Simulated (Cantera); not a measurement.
An isothermal plug-flow reactor at 775 K and 760 Torr (inlet), inlet velocity 1.3 m/s, active area per volume 530 1/m; feed 2.73 % H2, 7.50 % O2, 89.8 % N2, equivalence ratio 0.18.

Cantera simulation using Deutschmann's 1995 Pt surface mechanism with GRI-Mech 3.0 gas chemistry; the numbers are that mechanism's predictions, not measurements. Catalytic surfaces can have several steady states; this one follows from the mechanism file's or the stated starting coverage. Mass transfer to the wall is taken as infinitely fast.

### Question
Predict: x(H2) at z = 0.0072 m; x(O2) at z = 0.0072 m; x(H2O) at z = 0.0072 m; θ(free Pt) at the exit; θ(O*) at the exit; θ(OH*) at the exit.

### Answer
```
Quantity                  Value
----------------------  -------
x(H2) at z = 0.0072 m   7.30e-5
x(O2) at z = 0.0072 m    0.0622
x(H2O) at z = 0.0072 m   0.0276
θ(free Pt) at the exit   0.0325
θ(O*) at the exit         0.964
θ(OH*) at the exit      0.00362
```
